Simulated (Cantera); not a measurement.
Feed: 1 mol BN, 17 mol O₂, 40 mol H₂, 15 mol F₂, equilibrated at 13.3 mbar.

These are equilibrium values from Cantera (NASA tables, ideal gas, pure condensed phases), not measurements of a reactor. Candidate condensed phases: B, BN, B₂O₃, B₃O₃H₃, H₂O; 62 gas species. Gases not in the tables: H₃BO₃. Equilibrium is a limit: real reactors are often held back by kinetics, nucleation or transport.

Q: At 1550 K, list the 4 most abundant gas species with their mole fractions, and the condensed phases.

A: HF 0.488, H₂O 0.423, O₂ 0.0626, BOF 0.0125. Condensed: gas only.
